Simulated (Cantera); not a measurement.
What does this Cantera script print?

```python
import numpy as np
import cantera as ct

gas_names = """
    H HI H2 I I2 Na NaH NaI Na2
""".split()
cond_names = """
    I2(cr) I2(L) Na(cr) Na(L) NaI(s) NaI(L)
""".split()


def load(file, names, dense=False):
    # The tables refer to 1 bar. Condensed volumes are neglected.
    table = {s.name: s for s in ct.Species.list_from_file(file)}
    out = []
    for n in names:
        d = dict(table[n].input_data)
        d["thermo"] = dict(d["thermo"], **{"reference-pressure": 1e5})
        if dense:
            d["equation-of-state"] = {"model": "constant-volume", "density": "1e6 g/cm^3"}
        out.append(ct.Species.from_dict(d))
    return out


gas = ct.Solution(thermo="ideal-gas", species=load("nasa_gas.yaml", gas_names))
cond = {s.name: ct.Solution(thermo="fixed-stoichiometry", species=[s], name=s.name)
        for s in load("nasa_condensed.yaml", cond_names, dense=True)}
atoms = {
    'NaI': {'Na': 1, 'I': 1},
    'H2': {'H': 2},
}
top_T = {}  # K; cautious upper limits of use, not melting points


def equilibrate(T, P, feed):
    n = {}
    for name, mol in feed.items():
        for a, k in atoms[name].items():
            n[a] = n.get(a, 0.0) + k * mol
    gas.TPX = T, P, n
    mass = sum(n.values()) * gas.mean_molecular_weight
    gas.equilibrate("TP")
    valid = [c for c in cond.values() if c.min_temp <= T <= top_T.get(c.name, c.max_temp)]
    mix = ct.Mixture([(gas, mass / gas.mean_molecular_weight)] + [(c, 0.0) for c in valid])
    mix.T, mix.P = T, P
    mix.equilibrate("TP", solver="vcs", rtol=1e-11, max_steps=5000)
    return mix


results = []
feed = {'NaI': 1, 'H2': 1.1}  # mol
P = 10000  # Pa
for T in [1625, 1700, 1775, 1850, 1925, 2000, 2075]:
    mix = equilibrate(T, P, feed)
    results.append((T, P, feed, dict(zip(mix.species_names, mix.species_moles))))

top = {s: max(r[3][s] / sum(r[3][g] for g in gas_names) for r in results) for s in gas_names}
cols = sorted((s for s in top if top[s] > 0.0001), key=lambda s: -top[s])[:9]
seen = [c for c in cond_names if any(r[3].get(c, 0) > 1e-12 for r in results)]
print("log10 of partial pressures in bar; condensed amounts in mol")
print(f"{'T/K':>10s}" + "".join(f"{s[:9]:>10s}" for s in cols + seen))
for T, P, feed, n in results:
    ng = sum(n[g] for g in gas_names)
    print(f"{T:10.4g}" + "".join(f"{np.log10(max(n[s] / ng * P / 1e5, 1e-99)):10.3f}" for s in cols)
          + "".join(f"{n.get(c, 0):10.4g}" for c in seen))
```

It prints:

```
log10 of partial pressures in bar; condensed amounts in mol
       T/K        H2       NaI        Na         I        HI         H       NaH
      1625    -1.285    -1.332    -3.133    -3.293    -3.642    -4.794    -6.009
      1700    -1.287    -1.338    -2.935    -3.061    -3.531    -4.475    -5.788
      1775    -1.290    -1.346    -2.752    -2.852    -3.435    -4.183    -5.585
      1850    -1.294    -1.358    -2.583    -2.664    -3.351    -3.916    -5.399
      1925    -1.300    -1.375    -2.429    -2.495    -3.278    -3.669    -5.229
      2000    -1.307    -1.397    -2.289    -2.343    -3.217    -3.443    -5.076
      2075    -1.317    -1.426    -2.163    -2.207    -3.167    -3.233    -4.938
```

Equilibrium computed with Cantera from the NASA thermochemical tables; the gas is ideal and each condensed phase is pure. Gases not in the tables: NaBr and NaI dimers.
